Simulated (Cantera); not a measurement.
What does this Cantera script print?

```python
import numpy as np
import cantera as ct

gas = ct.Solution("gri30.yaml")
gas.TPX = 1748, 15000, {'NO': 1, 'N2': 4.9}
inlet = ct.Reservoir(gas, clone=True)

reactor = ct.IdealGasConstPressureReactor(gas, energy="off", clone=False)
exhaust = ct.Reservoir(gas, clone=True)
tau = [16, 4.1, 1.1, 0.27, 0.07, 0.018, 0.0046, 0.0012, 0.0003][0]
for a, b in ((inlet, reactor), (reactor, exhaust)):
    ct.MassFlowController(a, b, mdot=lambda t: reactor.mass / tau)
net = ct.ReactorNet([reactor])
show = ['NO', 'N2O', 'O2', 'N2', 'O']

rows = []
print(f"{'tau/s':>10s}{'T/K':>9s}" + "".join(f"{s:>11s}" for s in show))
for tau in [16, 4.1, 1.1, 0.27, 0.07, 0.018, 0.0046, 0.0012, 0.0003]:
    net.initial_time = 0.0
    net.advance(30 * tau)
    before = gas.X
    net.advance(40 * tau)
    drift = np.max(np.abs(gas.X - before) / (gas.X + 1e-9))
    rows.append([gas.T, *gas[show].X, drift])
    print(f"{tau:10.3e}{gas.T:9.1f}" + "".join(f"{x:11.3e}" for x in gas[show].X))
```

It prints:

```
     tau/s      T/K         NO        N2O         O2         N2          O
 1.600e+01   1748.0  1.488e-01  8.456e-06  1.031e-02  8.408e-01  2.127e-05
 4.100e+00   1748.0  1.638e-01  1.035e-05  2.826e-03  8.334e-01  1.346e-05
 1.100e+00   1748.0  1.679e-01  1.081e-05  7.479e-04  8.313e-01  1.015e-05
 2.700e-01   1748.0  1.691e-01  1.047e-05  1.699e-04  8.307e-01  8.715e-06
 7.000e-02   1748.0  1.694e-01  8.917e-06  3.325e-05  8.306e-01  7.329e-06
 1.800e-02   1748.0  1.695e-01  5.603e-06  3.247e-06  8.305e-01  4.444e-06
 4.600e-03   1748.0  1.695e-01  2.272e-06  1.238e-07  8.305e-01  1.572e-06
 1.200e-03   1748.0  1.695e-01  6.953e-07  6.831e-09  8.305e-01  5.316e-07
 3.000e-04   1748.0  1.695e-01  1.822e-07  4.782e-10  8.305e-01  1.645e-07
```

Cantera simulation using GRI-Mech 3.0 (53 species, 325 reactions); the numbers are that mechanism's predictions, not measurements.
